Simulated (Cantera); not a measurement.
A perfectly stirred reactor is fed with 1.22 % C2H6, 98.8 % N2, at 11.0 Pa; it is held at 1400 K, and followed from long to short residence time.

Model: GRI-Mech 3.0 (53 species, 325 reactions), integrated in Cantera. GRI-Mech 3.0 stops at C3 and has no aromatics, soot or wall deposition, so with more carbon than oxygen in the feed, carbon stays in small species such as C2H2 where larger ones or solid carbon would form. Radical loss at walls, strong at low pressure, is not modelled.

Question: Predict: x(C2H6) at τ = 7.40 s; x(H2) at τ = 7.40 s; x(CH3) at τ = 7.40 s; x(CH2) at τ = 7.40 s; x(C2H2) at τ = 7.40 s; x(C2H6) at τ = 0.240 s; x(H2) at τ = 0.240 s; x(CH3) at τ = 0.240 s; x(CH2) at τ = 0.240 s; x(C2H2) at τ = 0.240 s.

Answer: 
- x(C2H6) at τ = 7.40 s: 0.00119
- x(H2) at τ = 7.40 s: 0.0126
- x(CH3) at τ = 7.40 s: 0.00101
- x(CH2) at τ = 7.40 s: 2.28e-6
- x(C2H2) at τ = 7.40 s: 0.00535
- x(C2H6) at τ = 0.240 s: 0.0109
- x(H2) at τ = 0.240 s: 0.000687
- x(CH3) at τ = 0.240 s: 0.000936
- x(CH2) at τ = 0.240 s: 9.21e-7
- x(C2H2) at τ = 0.240 s: 1.21e-5
